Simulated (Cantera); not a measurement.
## Premixed flame

A freely propagating, adiabatic, planar premixed flame of CH4 : C2H6 : O2 : N2 : H2 = 1 : 0.72 : 5.32 : 20 : 0.15 (molar parts), equivalence ratio 0.86, unburnt at 448 K and 1.28 atm; mixture-averaged transport, grid criteria slope 0.08 and curve 0.16, no radiation.

Detailed kinetics in Cantera: GRI-Mech 3.0 (53 species, 325 reactions). Burning velocities carry a grid error of a few per cent, more on coarse grids.

| z (mm) | T (K) | u (m/s) | x CH4 | x C2H6 | x O2 | x N2O | x CH2 | x O |
|---|---|---|---|---|---|---|---|---|
| -0.903 | 448 | 0.667 | 0.0368 | 0.0265 | 0.196 | <1e-8 | <1e-8 | <1e-8 |
| -0.602 | 450 | 0.671 | 0.0367 | 0.0264 | 0.195 | <1e-8 | <1e-8 | <1e-8 |
| -0.452 | 457 | 0.682 | 0.0364 | 0.0264 | 0.195 | <1e-8 | <1e-8 | <1e-8 |
| -0.301 | 509 | 0.763 | 0.0351 | 0.0259 | 0.190 | <1e-8 | <1e-8 | <1e-8 |
| -0.151 | 862 | 1.31 | 0.0268 | 0.0193 | 0.160 | 1.48e-8 | 3.38e-8 | 1.18e-6 |
| -0.0753 | 1260 | 1.94 | 0.0169 | 0.00886 | 0.123 | 4.14e-8 | 2.92e-6 | 3.96e-5 |
| 0 | 1651 | 2.57 | 0.00510 | 0.000617 | 0.0781 | 9.38e-8 | 3.41e-5 | 0.000759 |
| 0.0753 | 1816 | 2.82 | 0.000419 | 1.60e-6 | 0.0523 | 1.67e-7 | 8.90e-6 | 0.00314 |
| 0.151 | 1873 | 2.90 | 1.65e-5 | <1e-8 | 0.0433 | 2.16e-7 | 4.21e-7 | 0.00426 |
| 0.301 | 1944 | 2.99 | 4.31e-8 | <1e-8 | 0.0377 | 2.44e-7 | <1e-8 | 0.00406 |
| 0.602 | 2027 | 3.10 | <1e-8 | <1e-8 | 0.0341 | 2.66e-7 | <1e-8 | 0.00302 |
| 1.20 | 2105 | 3.20 | <1e-8 | <1e-8 | 0.0313 | 2.99e-7 | <1e-8 | 0.00186 |
| 2.41 | 2165 | 3.28 | <1e-8 | <1e-8 | 0.0290 | 3.15e-7 | <1e-8 | 0.00103 |
x: mole fraction of selected species; z is measured from the peak of heat release.

```json
{
 "laminar_burning_velocity": "66.7 cm/s",
 "thermal_thickness": "0.301 mm",
 "peak x(CH2)": "3.47e-5",
 "peak x(O)": "0.00434",
 "grid_points": "139"
}
```
